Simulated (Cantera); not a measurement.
Cantera run:

```python
import numpy as np
import cantera as ct

gas_names = """
    Fe FeO O O2 O3 S SO SO2 SO3 S2 S2O S8
""".split()
cond_names = """
    Fe(a) Fe(c) Fe(d) Fe(L) FeO(s) FeO(L) FeS(a) FeS(b) FeS(c) FeS(L) FeSO4(s) FeS2(s) Fe2O3(s)
    Fe2S3O12(s) Fe3O4(s) S(cr1) S(cr2) S(L)
""".split()


# ... load() reads the species with a 1 bar reference pressure and builds the phases ...
atoms = {
    'FeS2': {'Fe': 1, 'S': 2},
    'SO2': {'S': 1, 'O': 2},
    'O2': {'O': 2},
}
top_T = {'FeSO4(s)': 950, 'FeS2(s)': 1010, 'Fe2O3(s)': 1830, 'Fe2S3O12(s)': 1100, 'Fe3O4(s)': 1870}  # K; cautious upper limits of use, not melting points


# ... equilibrate(T, P, feed) seeds the gas with the atoms and calls Mixture.equilibrate('TP', solver="vcs", rtol=1e-11, max_steps=5000) ...
results = []
feed = {'FeS2': 1, 'SO2': 0.13, 'O2': 2.8}  # mol
P = 1000  # Pa
for T in [848, 898, 948, 998, 1048, 1098, 1148, 1198, 1248, 1298]:
    mix = equilibrate(T, P, feed)
    results.append((T, P, feed, dict(zip(mix.species_names, mix.species_moles))))

top = {s: max(r[3][s] / sum(r[3][g] for g in gas_names) for r in results) for s in gas_names}
cols = sorted((s for s in top if top[s] > 1e-05), key=lambda s: -top[s])[:7]
seen = [c for c in cond_names if any(r[3].get(c, 0) > 1e-12 for r in results)]
print("log10 of partial pressures in bar; condensed amounts in mol")
print(f"{'T/K':>10s}" + "".join(f"{s[:9]:>10s}" for s in cols + seen))
for T, P, feed, n in results:
    ng = sum(n[g] for g in gas_names)
    print(f"{T:10.4g}" + "".join(f"{np.log10(max(n[s] / ng * P / 1e5, 1e-99)):10.3f}" for s in cols)
          + "".join(f"{n.get(c, 0):10.4g}" for c in seen))
```

Output:

```
log10 of partial pressures in bar; condensed amounts in mol
       T/K       SO2       SO3        O2  Fe2O3(s)
       848    -2.020    -3.348    -5.002       0.5
       898    -2.019    -3.403    -4.442       0.5
       948    -2.017    -3.522    -4.084       0.5
       998    -2.015    -3.691    -3.887       0.5
      1048    -2.013    -3.881    -3.782       0.5
      1098    -2.012    -4.072    -3.726       0.5
      1148    -2.011    -4.257    -3.694       0.5
      1198    -2.011    -4.431    -3.675       0.5
      1248    -2.011    -4.594    -3.664       0.5
      1298    -2.010    -4.746    -3.656       0.5
```

Cantera equilibrium calculation (NASA polynomials, part measured and part estimated; ideal gas, pure solids and liquids).
